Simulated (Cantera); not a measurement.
**Si₂H₆ + N₂O + N₂ (silicon oxide and oxynitride deposition)**

Feed: 1 mol Si₂H₆, 23 mol N₂O, 3.4 mol N₂, at 750 Torr.

Cantera equilibrium calculation (NASA polynomials, part measured and part estimated; ideal gas, pure solids and liquids). Candidate condensed phases: H₂O, Si, SiO₂, Si₂N₂O, Si₃N₄; 35 gas species. The feed counts by its element totals alone. The tables hold silica as quartz up to 1696 K and as liquid above; real silica turns to tridymite and cristobalite and melts near 1996 K. Gases not in the tables: Si(OH)₄. The numbers say what is thermodynamically allowed, not how fast it happens.

From 723 K to 823 K the condensed part is SiO₂(α-quartz). From 923 K to 1523 K the condensed part is SiO₂(β-quartz).

```json
[
 {"T (K)": "723", "x N₂": "0.706", "x O₂": "0.214", "x H₂O": "0.0802", "x NO": "4.43e-7", "x OH": "5.86e-11", "x NO₂": "3.51e-7", "x O": "<1e-12", "x H₂": "<1e-12", "n SiO₂(α-quartz)": "2.00", "n SiO₂(β-quartz)": "0"},
 {"T (K)": "823", "x N₂": "0.706", "x O₂": "0.214", "x H₂O": "0.0802", "x NO": "2.81e-6", "x OH": "1.55e-9", "x NO₂": "6.87e-7", "x O": "<1e-12", "x H₂": "<1e-12", "n SiO₂(α-quartz)": "2.00", "n SiO₂(β-quartz)": "0"},
 {"T (K)": "923", "x N₂": "0.706", "x O₂": "0.214", "x H₂O": "0.0802", "x NO": "1.19e-5", "x OH": "2.03e-8", "x NO₂": "1.16e-6", "x O": "5.77e-12", "x H₂": "1.26e-12", "n SiO₂(α-quartz)": "0", "n SiO₂(β-quartz)": "2.00"},
 {"T (K)": "1023", "x N₂": "0.706", "x O₂": "0.214", "x H₂O": "0.0802", "x NO": "3.83e-5", "x OH": "1.60e-7", "x NO₂": "1.78e-6", "x O": "1.44e-10", "x H₂": "2.96e-11", "n SiO₂(α-quartz)": "0", "n SiO₂(β-quartz)": "2.00"},
 {"T (K)": "1123", "x N₂": "0.706", "x O₂": "0.214", "x H₂O": "0.0802", "x NO": "9.96e-5", "x OH": "8.80e-7", "x NO₂": "2.53e-6", "x O": "2.03e-9", "x H₂": "3.99e-10", "n SiO₂(α-quartz)": "0", "n SiO₂(β-quartz)": "2.00"},
 {"T (K)": "1223", "x N₂": "0.706", "x O₂": "0.214", "x H₂O": "0.0802", "x NO": "0.000222", "x OH": "3.66e-6", "x NO₂": "3.41e-6", "x O": "1.87e-8", "x H₂": "3.52e-9", "n SiO₂(α-quartz)": "0", "n SiO₂(β-quartz)": "2.00"},
 {"T (K)": "1323", "x N₂": "0.706", "x O₂": "0.214", "x H₂O": "0.0802", "x NO": "0.000438", "x OH": "1.23e-5", "x NO₂": "4.38e-6", "x O": "1.23e-7", "x H₂": "2.25e-8", "n SiO₂(α-quartz)": "0", "n SiO₂(β-quartz)": "2.00"},
 {"T (K)": "1423", "x N₂": "0.705", "x O₂": "0.213", "x H₂O": "0.0802", "x NO": "0.000785", "x OH": "3.47e-5", "x NO₂": "5.45e-6", "x O": "6.22e-7", "x H₂": "1.11e-7", "n SiO₂(α-quartz)": "0", "n SiO₂(β-quartz)": "2.00"},
 {"T (K)": "1523", "x N₂": "0.705", "x O₂": "0.213", "x H₂O": "0.0802", "x NO": "0.00130", "x OH": "8.56e-5", "x NO₂": "6.59e-6", "x O": "2.55e-6", "x H₂": "4.45e-7", "n SiO₂(α-quartz)": "0", "n SiO₂(β-quartz)": "2.00"}
]
```
x: gas mole fraction; n: condensed amount in mol.
